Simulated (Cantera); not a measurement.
NO annealing gas

An isothermal, constant-pressure homogeneous reactor starts with 87.7 % NO, 12.3 % N2, at 2023 K and 0.0132 atm.

Computed with Cantera and GRI-Mech 3.0 (53 species, 325 reactions). Radical loss at walls, strong at low pressure, is not modelled.

```csv
t (s),x NO,x O2,x N2O,x NO2,x O
0.000800,0.877,9.10e-8,1.11e-5,5.48e-8,1.14e-5
0.00191,0.877,5.20e-7,2.58e-5,2.86e-7,2.75e-5
0.00455,0.877,3.07e-6,5.86e-5,1.36e-6,6.77e-5
0.0109,0.877,1.93e-5,0.000124,5.22e-6,0.000172
0.0259,0.876,0.000131,0.000220,1.36e-5,0.000436
0.0618,0.874,0.000813,0.000271,2.23e-5,0.000899
0.147,0.868,0.00353,0.000246,2.85e-5,0.00123
0.352,0.853,0.0110,0.000226,3.74e-5,0.00140
0.838,0.814,0.0300,0.000192,5.42e-5,0.00170
2.00,0.715,0.0791,0.000130,7.83e-5,0.00228
```
x: mole fraction; the columns are a selection and need not sum to one.

Equilibrium at this temperature and pressure: NO 0.00984, O2 0.430, N2O 5.35e-8, NO2 2.69e-6, O 0.00455 (gas phase only).
